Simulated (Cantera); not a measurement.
A freely propagating, adiabatic, planar premixed flame of CH3OH : O2 : N2 : CO2 = 1 : 1 : 3.5 : 1.2 (molar parts), unburnt at 475 K and 5.60 bar; unity-Lewis-number transport, grid criteria slope 0.08 and curve 0.16, no radiation.

Model: GRI-Mech 3.0 (53 species, 325 reactions), integrated in Cantera. GRI-Mech 3.0 was tuned for natural gas; its chemistry of methanol as a main component is partial and can be far from experiment. Unity Lewis numbers drop preferential diffusion, which matters most where H2 and H carry the flame. Burning velocities carry a grid error of a few per cent, more on coarse grids.

Predict: laminar burning velocity; thermal thickness; peak x(HCN); peak x(C2H4).


```
Quantity                     Result
------------------------  ---------
laminar burning velocity  17.3 cm/s
thermal thickness          0.173 mm
peak x(HCN)                 3.03e-7
peak x(C2H4)                1.09e-6
```
